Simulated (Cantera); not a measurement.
Input: 1 mol trisilylamine, 22 mol NH3, 39 mol H2, at 1330 Pa.

Cantera equilibrium calculation (NASA polynomials, part measured and part estimated; ideal gas, pure solids and liquids). Candidate condensed phases: Si, Si3N4; 18 gas species. The feed counts by its element totals alone. The tables' values for SiN are old estimates; treat these amounts as uncertain. Gases not in the tables: Si2H6 and higher silanes. Rates play no part.

x: gas mole fraction; n: condensed amount in mol.

```tsv
T (°C)	x H2	x N2	x H	x Si	x SiH	x Si2	n Si3N4(s)	n Si(l)
450	0.890	0.110	<1e-12	<1e-12	<1e-12	<1e-12	1.00	0
650	0.890	0.110	2.00e-9	<1e-12	<1e-12	<1e-12	1.00	0
850	0.890	0.110	3.48e-7	<1e-12	<1e-12	<1e-12	1.00	0
1050	0.890	0.110	1.30e-5	4.80e-11	___	<1e-12	1.00	0
1250	0.889	0.110	0.000189	1.84e-7	___	3.77e-11	1.000	0
1450	0.868	0.131	0.00147	7.38e-5	___	3.49e-7	0	2.99
1650	0.861	0.130	0.00757	0.00127	___	1.09e-5	0	2.86
1850	0.831	0.127	0.0283	0.0128	___	0.000175	0	1.70
```

Task: Complete the blanks.

Result: 
- 1050, x SiH: 3.83e-11
- 1250, x SiH: 5.86e-8
- 1450, x SiH: 1.14e-5
- 1650, x SiH: 0.000112
- 1850, x SiH: 0.000694
